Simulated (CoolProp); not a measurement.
Values from CoolProp's reference Helmholtz-energy equation of state, Lemmon 2013.

Question: For propylene, give the phase and the Joule-Thomson coefficient (K/MPa) at 188.55 °C and 1.01 bar.

Answer: 
- 188.55 °C and 1.01 bar: gas; Joule-Thomson coefficient 5.10
